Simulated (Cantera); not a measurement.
Mixture: CH4 : H2 : O2 : N2 = 1 : 0.22 : 3.84 : 13.8 (molar parts), equivalence ratio 0.55, at 410000 Pa, adiabatic and at constant volume. Ignition delay is the time to a rise of 400 K.

Model: GRI-Mech 3.0 (53 species, 325 reactions), integrated in Cantera.

**Question.** What does this change do: pressure from 410000 Pa to 53000 Pa?

**Answer.** 
```tsv
quantity	before	after
delay at 1250 K	0.907 ms	4.86 ms
delay at 1325 K	0.476 ms	2.41 ms
delay at 1400 K	0.257 ms	1.30 ms
delay at 1475 K	0.144 ms	0.757 ms
delay at 1550 K	84.3 µs	0.469 ms
delay at 1625 K	51.6 µs	0.303 ms
apparent activation energy between 1475 and 1625 K	140 kJ/mol	120 kJ/mol
```
